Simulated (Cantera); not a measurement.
An adiabatic, constant-volume homogeneous reactor starts with 4.42 % C₃H₈, 20.1 % O₂, 75.5 % N₂, equivalence ratio 1.1, at 1725 K and 0.400 bar.

Model: GRI-Mech 3.0 (53 species, 325 reactions), integrated in Cantera. GRI-Mech 3.0 was tuned for natural gas; its chemistry of propane as a main component is partial and can be far from experiment.

Problem. Predict: time of steepest temperature rise; temperature at 0.300 s; equilibrium temperature; x(O₂) at 0.300 s; x(HCO) at 0.300 s.

Solution. 
```json
{
 "time_of_steepest_temperature_rise": "34.3 µs",
 "temperature at 0.300 s": "2918 K",
 "equilibrium_temperature": "2918 K",
 "x(O₂) at 0.300 s": "0.0207 (gas-phase equilibrium 0.0207)",
 "x(HCO) at 0.300 s": "1.15e-7 (gas-phase equilibrium 1.15e-7)"
}
```
